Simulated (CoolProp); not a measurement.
A single-stage vapour-compression cycle with carbonyl sulfide: evaporating at 206.15 K (dew point), condensing at 266.15 K (bubble point), superheat 2 K, subcooling 0 K, compressor efficiency 0.9, no pressure losses. Each further row changes one setting.

Computed with CoolProp (reference Helmholtz-energy equation of state, Lemmon 2006). It is a short technical equation, of lower accuracy than the large ones.

```csv
case,cooling COP,pressure ratio,discharge temperature (K),refrigerating effect (kJ/kg),volumetric capacity (kJ/m³)
as stated,2.40,12.2,366.1,249,379
evaporating temperature 211.15 K,2.75,…,353.7,…,491
condensing temperature 261.15 K,2.68,10.4,…,255,388
subcooling 5 K,2.46,12.2,366.1,255,388
superheat 12 K,2.35,12.2,380.3,255,370
compressor efficiency 0.8,2.14,12.2,…,249,379
```

What belongs in the gaps?


- evaporating temperature 211.15 K, pressure ratio: 9.29
- evaporating temperature 211.15 K, refrigerating effect (kJ/kg): 251
- condensing temperature 261.15 K, discharge temperature (K): 354.3
- compressor efficiency 0.8, discharge temperature (K): 382.8
